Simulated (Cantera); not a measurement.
What does this Cantera script print?

```python
import numpy as np
import cantera as ct

gas_names = """
    CL CL2 H HCL H2 N NH NH2 NH3 N2 N2H2 N2H4 Si SiCL SiCL2 SiCL3 SiCL4 SiH SiHCL3 SiH2 SiH2CL2 SiH3
    SiH3CL SiH4 SiN Si2 Si2N Si3
""".split()
cond_names = """
    NH4CL(a) NH4CL(b) Si(cr) Si(L) Si3N4(a)
""".split()


# ... load() reads the species with a 1 bar reference pressure and builds the phases ...
atoms = {
    'SiCl4': {'Si': 1, 'CL': 4},
    'NH3': {'N': 1, 'H': 3},
    'H2': {'H': 2},
}
top_T = {'Si3N4(a)': 2400}  # K; cautious upper limits of use, not melting points


# ... equilibrate(T, P, feed) seeds the gas with the atoms and calls Mixture.equilibrate('TP', solver="vcs", rtol=1e-11, max_steps=5000) ...
results = []
feed = {'SiCl4': 1, 'NH3': 0.11, 'H2': 9.2}  # mol
P = 133.322  # Pa
for T in [1323, 1398, 1473, 1548, 1623, 1698, 1773, 1848, 1923, 1998, 2073, 2148]:
    mix = equilibrate(T, P, feed)
    results.append((T, P, feed, dict(zip(mix.species_names, mix.species_moles))))
    x = sorted(zip(gas.X, gas.species_names), reverse=True)
    print(f"T = {T:g} K  P = {P:g} Pa  gas = {mix.phase_moles(0):.4g} mol")
    print("   x: " + "  ".join(f"{s} {v:.3e}" for v, s in x if v > 0.001))
    print("   condensed (mol): " + ("  ".join(f"{mix.phase(i).name} {mix.phase_moles(i):.4g}"
          for i in range(1, mix.n_phases) if mix.phase_moles(i) > 1e-12) or "none"))
```

Result:

```
T = 1323 K  P = 133.322 Pa  gas = 11.32 mol
   x: H2 7.379e-01  HCL 1.777e-01  SiCL2 7.541e-02  SiCL3 5.197e-03  SiCL4 1.959e-03  N2 1.309e-03
   condensed (mol): Si3N4(a) 0.02009
T = 1398 K  P = 133.322 Pa  gas = 11.4 mol
   x: H2 7.360e-01  HCL 1.713e-01  SiCL2 8.401e-02  N2 4.826e-03  SiCL3 3.091e-03
   condensed (mol): none
T = 1473 K  P = 133.322 Pa  gas = 11.41 mol
   x: H2 7.341e-01  HCL 1.731e-01  SiCL2 8.555e-02  N2 4.821e-03  SiCL3 1.876e-03
   condensed (mol): none
T = 1548 K  P = 133.322 Pa  gas = 11.42 mol
   x: H2 7.329e-01  HCL 1.738e-01  SiCL2 8.626e-02  N2 4.817e-03  SiCL3 1.181e-03
   condensed (mol): none
T = 1623 K  P = 133.322 Pa  gas = 11.43 mol
   x: H2 7.316e-01  HCL 1.742e-01  SiCL2 8.648e-02  N2 4.813e-03  H 1.619e-03
   condensed (mol): none
T = 1698 K  P = 133.322 Pa  gas = 11.45 mol
   x: H2 7.293e-01  HCL 1.745e-01  SiCL2 8.619e-02  N2 4.805e-03  H 3.382e-03
   condensed (mol): none
T = 1773 K  P = 133.322 Pa  gas = 11.48 mol
   x: H2 7.247e-01  HCL 1.755e-01  SiCL2 8.493e-02  H 6.633e-03  N2 4.790e-03  CL 1.234e-03
   condensed (mol): none
T = 1848 K  P = 133.322 Pa  gas = 11.55 mol
   x: H2 7.156e-01  HCL 1.784e-01  SiCL2 8.170e-02  H 1.228e-02  N2 4.760e-03  Si 2.985e-03  CL 2.328e-03  SiCL 1.508e-03
   condensed (mol): none
T = 1923 K  P = 133.322 Pa  gas = 11.67 mol
   x: H2 6.989e-01  HCL 1.850e-01  SiCL2 7.511e-02  H 2.157e-02  Si 7.428e-03  N2 4.706e-03  CL 4.294e-03  SiCL 2.623e-03
   condensed (mol): none
T = 1998 K  P = 133.322 Pa  gas = 11.88 mol
   x: H2 6.720e-01  HCL 1.955e-01  SiCL2 6.447e-02  H 3.602e-02  Si 1.507e-02  CL 7.805e-03  N2 4.620e-03  SiCL 3.938e-03
   condensed (mol): none
T = 2073 K  P = 133.322 Pa  gas = 12.2 mol
   x: H2 6.351e-01  HCL 2.073e-01  H 5.740e-02  SiCL2 5.067e-02  Si 2.539e-02  CL 1.383e-02  SiCL 5.106e-03  N2 4.499e-03
   condensed (mol): none
T = 2148 K  P = 133.322 Pa  gas = 12.63 mol
   x: H2 5.897e-01  HCL 2.158e-01  H 8.765e-02  Si 3.676e-02  SiCL2 3.580e-02  CL 2.347e-02  SiCL 5.770e-03  N2 4.345e-03
   condensed (mol): none
```

Cantera equilibrium calculation (NASA polynomials, part measured and part estimated; ideal gas, pure solids and liquids). The tables' values for SiCl, SiCl3, SiN are old estimates; treat these amounts as uncertain. Gases not in the tables: Si2H6 and higher silanes.
